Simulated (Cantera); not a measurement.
# Silicon nitride deposition: trisilylamine + N2

Charge: 1 mol trisilylamine, a varied amount of N2, at 900 K and 2700 Pa.

Method: chemical equilibrium by Gibbs-energy minimisation in Cantera with the NASA 1993 tables (ideal gas, pure condensed phases). Candidate condensed phases: Si, Si3N4; 18 gas species. The feed counts by its element totals alone. Kinetics and transport are ignored.

```json
[
 {"n(N2) (mol)": "1.3", "log p H2": "-1.57", "log p N2": "-12.95", "log p NH3": "-11.75", "log p SiH4": "-9.66", "n Si(s)": "0.300", "n Si3N4(s)": "0.900"},
 {"n(N2) (mol)": "1.7", "log p H2": "-1.59", "log p N2": "-2.94", "log p NH3": "-6.77", "log p SiH4": "<-13", "n Si(s)": "0", "n Si3N4(s)": "1.00"},
 {"n(N2) (mol)": "2.2", "log p H2": "-1.63", "log p N2": "-2.44", "log p NH3": "-6.58", "log p SiH4": "<-13", "n Si(s)": "0", "n Si3N4(s)": "1.00"},
 {"n(N2) (mol)": "2.6", "log p H2": "-1.66", "log p N2": "-2.28", "log p NH3": "-6.55", "log p SiH4": "<-13", "n Si(s)": "0", "n Si3N4(s)": "1.00"},
 {"n(N2) (mol)": "3", "log p H2": "-1.69", "log p N2": "-2.17", "log p NH3": "-6.54", "log p SiH4": "<-13", "n Si(s)": "0", "n Si3N4(s)": "1.00"},
 {"n(N2) (mol)": "3.5", "log p H2": "-1.73", "log p N2": "-2.08", "log p NH3": "-6.55", "log p SiH4": "<-13", "n Si(s)": "0", "n Si3N4(s)": "1.00"},
 {"n(N2) (mol)": "3.9", "log p H2": "-1.75", "log p N2": "-2.03", "log p NH3": "-6.56", "log p SiH4": "<-13", "n Si(s)": "0", "n Si3N4(s)": "1.00"},
 {"n(N2) (mol)": "4.3", "log p H2": "-1.78", "log p N2": "-1.98", "log p NH3": "-6.58", "log p SiH4": "<-13", "n Si(s)": "0", "n Si3N4(s)": "1.00"},
 {"n(N2) (mol)": "4.8", "log p H2": "-1.81", "log p N2": "-1.94", "log p NH3": "-6.60", "log p SiH4": "<-13", "n Si(s)": "0", "n Si3N4(s)": "1.00"},
 {"n(N2) (mol)": "5.2", "log p H2": "-1.83", "log p N2": "-1.91", "log p NH3": "-6.62", "log p SiH4": "<-13", "n Si(s)": "0", "n Si3N4(s)": "1.00"},
 {"n(N2) (mol)": "5.6", "log p H2": "-1.85", "log p N2": "-1.89", "log p NH3": "-6.64", "log p SiH4": "<-13", "n Si(s)": "0", "n Si3N4(s)": "1.00"}
]
```
log p: log10 of the partial pressure in bar; n: condensed amount in mol.

At 1.3 mol N2 the condensed part is Si(s) + Si3N4(s). From 1.7 mol N2 to 5.6 mol N2 the condensed part is Si3N4(s).
